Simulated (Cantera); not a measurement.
A closed system holds: 1 mol Pb, 2.2 mol NH3, 2.2 mol N2, held at 1773.15 K and 4.90 bar.

Equilibrium computed with Cantera from the NASA thermochemical tables; the gas is ideal and each condensed phase is pure. Candidate condensed phases: Pb; 11 gas species. The numbers say what is thermodynamically allowed, not how fast it happens.

Base state: N2 0.477, H2 0.477, Pb 0.0461, H 8.89e-5, Pb2 8.27e-5, NH3 3.44e-5 (mole fractions); condensed: Pb(l).

Question: What changes in the equilibrium state with this change: Pb replaced by Si?

Answer: 
```json
[
 {"species": "H2", "before": "0.477", "after": "0.556"},
 {"species": "N2", "before": "0.477", "after": "0.444"},
 {"species": "H", "before": "8.89e-5", "after": "9.60e-5"},
 {"species": "Pb", "before": "0.0461", "after": "0"},
 {"species": "Pb2", "before": "8.27e-5", "after": "0"},
 {"species": "NH3", "before": "3.44e-5", "after": "4.18e-5"},
 {"species": "Pb(l), mol", "before": "0.680", "after": "0"},
 {"species": "Si3N4(s), mol", "before": "0", "after": "0.333"}
]
```
Further candidate phases: Si, Si3N4.
